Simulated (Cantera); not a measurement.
FeS₂ + H₂ + N₂ (hydrogen reduction and annealing atmospheres)

Feed: 1 mol FeS₂, 1.4 mol H₂, a varied amount of N₂, equilibrated at 1500 K and 0.0133 bar.

Method: chemical equilibrium by Gibbs-energy minimisation in Cantera with the NASA 1993 tables (ideal gas, pure condensed phases). Candidate condensed phases: Fe, FeS, FeS₂, S; 16 gas species. FeS: taken at fixed stoichiometry. Kinetics and transport are ignored.

```csv
n(N₂) (mol),x N₂,x H₂,x S₂,x H₂S,x SH,x S,n FeS(l)
0.96,0.347,0.435,0.144,0.0693,0.00406,0.000134,1.000
1.7,0.484,0.347,0.116,0.0496,0.00325,0.000120,1.000
3,0.622,0.257,0.0865,0.0317,0.00242,0.000104,1.000
5.4,0.746,0.175,0.0593,0.0179,0.00165,8.58e-5,1.000
9.6,0.839,0.112,0.0385,0.00926,0.00107,6.91e-5,1.000
17,0.901,0.0694,0.0239,0.00450,0.000660,5.45e-5,1.000
30,0.941,0.0416,0.0144,0.00210,0.000397,4.23e-5,1.000
54,0.966,0.0240,0.00836,0.000921,0.000230,3.22e-5,1.000
```
x: gas mole fraction; n: condensed amount in mol.

From 0.96 mol N₂ to 54 mol N₂ the condensed part is FeS(l). The main Fe-bearing gas is Fe throughout.
